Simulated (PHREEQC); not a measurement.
Dissolve 0.07 mol CuCl2, 0.02 mol HCl and 0.00015 mol Na2SO4 per kg of water at 25 °C. Closed to the air; pH follows from the charge balance.

The numbers come from PHREEQC with the ion-association model, phreeqc.dat.

No solid was allowed to form.

Q: What pH does the model give?

A: pH 1.80.

Q: In which forms is Cu present?

A: Cu+2 88 %, CuCl+ 11 % of the Cu.

Complexes and solids missing from the database can't appear.
